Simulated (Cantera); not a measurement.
**Equilibrium for silicon nitride deposition: SiH4 + NH3 + N2**

Feed: 1 mol SiH4, 30 mol NH3, 97 mol N2, held at 5.70 Pa.

Method: chemical equilibrium by Gibbs-energy minimisation in Cantera with the NASA 1993 tables (ideal gas, pure condensed phases). Candidate condensed phases: Si, Si3N4; 18 gas species. The tables' values for SiN are old estimates; treat these amounts as uncertain. Rates play no part.

```json
[
 {"T (°C)": "452", "x N2": "0.703", "x H2": "0.297", "x H": "6.74e-12", "x Si": "<1e-12", "x SiH": "<1e-12", "x SiN": "<1e-12", "n Si3N4(s)": "0.333", "n Si(s)": "0"},
 {"T (°C)": "652", "x N2": "0.703", "x H2": "0.297", "x H": "1.88e-8", "x Si": "<1e-12", "x SiH": "<1e-12", "x SiN": "<1e-12", "n Si3N4(s)": "0.333", "n Si(s)": "0"},
 {"T (°C)": "852", "x N2": "0.703", "x H2": "0.297", "x H": "3.21e-6", "x Si": "1.87e-12", "x SiH": "<1e-12", "x SiN": "<1e-12", "n Si3N4(s)": "0.333", "n Si(s)": "0"},
 {"T (°C)": "1052", "x N2": "0.703", "x H2": "0.297", "x H": "0.000118", "x Si": "1.37e-7", "x SiH": "4.07e-9", "x SiN": "2.58e-9", "n Si3N4(s)": "0.333", "n Si(s)": "0"},
 {"T (°C)": "1252", "x N2": "0.704", "x H2": "0.294", "x H": "0.00170", "x Si": "0.000331", "x SiH": "3.93e-6", "x SiN": "2.43e-6", "n Si3N4(s)": "0", "n Si(s)": "0.945"},
 {"T (°C)": "1452", "x N2": "0.695", "x H2": "0.285", "x H": "0.0131", "x Si": "0.00610", "x SiH": "3.52e-5", "x SiN": "2.14e-5", "n Si3N4(s)": "0", "n Si(s)": "0"},
 {"T (°C)": "1652", "x N2": "0.678", "x H2": "0.253", "x H": "0.0636", "x Si": "0.00602", "x SiH": "1.86e-5", "x SiN": "1.17e-5", "n Si3N4(s)": "0", "n Si(s)": "0"}
]
```
x: gas mole fraction; n: condensed amount in mol.

From 452 °C to 1052 °C the condensed part is Si3N4(s). At 1252 °C the condensed part is Si(s). From 1452 °C to 1652 °C nothing is condensed.
